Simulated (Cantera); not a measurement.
A perfectly stirred reactor is fed with CH4 : O2 : N2 : H2O = 1 : 2 : 7.52 : 0.73 (molar parts), at 2630 Torr; it is adiabatic with a 675 K inlet, and is followed from long to short residence time, starting on the burning branch (τ in s: 0.28, 0.13, 0.064, 0.03, 0.014, 0.0069, 0.0033, 0.0016, 0.00075, 0.00036, 0.00017, 8.1e-05).

Detailed kinetics in Cantera: GRI-Mech 3.0 (53 species, 325 reactions).

x: mole fraction; the columns are a selection and need not sum to one.

```csv
τ (s),T (K),x CH4,x O2,x H2O,x NO,x C2H6,x CH2CO
0.28,2351,3.96e-7,0.00512,0.233,0.00226,<1e-12,1.61e-10
0.13,2351,8.38e-7,0.00523,0.233,0.00207,<1e-12,3.48e-10
0.064,2350,1.66e-6,0.00543,0.233,0.00180,1.08e-12,7.09e-10
0.030,2348,3.36e-6,0.00576,0.233,0.00142,4.44e-12,…
0.014,2342,6.67e-6,0.00626,0.232,0.00104,1.75e-11,…
0.0069,2333,1.22e-5,0.00694,0.232,0.000757,5.85e-11,…
0.0033,2317,2.20e-5,0.00794,0.230,0.000549,1.91e-10,…
0.0016,2293,3.81e-5,0.00929,0.228,0.000412,5.64e-10,…
0.00075,2260,6.67e-5,0.0111,0.226,0.000312,1.66e-9,…
0.00036,2219,0.000115,0.0134,0.222,0.000237,4.71e-9,…
0.00017,2168,0.000208,0.0162,0.219,0.000175,1.44e-8,…
8.1e-5,2108,0.000398,0.0199,0.214,0.000123,5.05e-8,…
```

Problem. Fill in the missing entries.

Solution. 
- 0.030, x CH2CO: 1.53e-9
- 0.014, x CH2CO: 3.38e-9
- 0.0069, x CH2CO: 7.19e-9
- 0.0033, x CH2CO: 1.58e-8
- 0.0016, x CH2CO: 3.38e-8
- 0.00075, x CH2CO: 7.29e-8
- 0.00036, x CH2CO: 1.51e-7
- 0.00017, x CH2CO: 3.26e-7
- 8.1e-5, x CH2CO: 7.74e-7
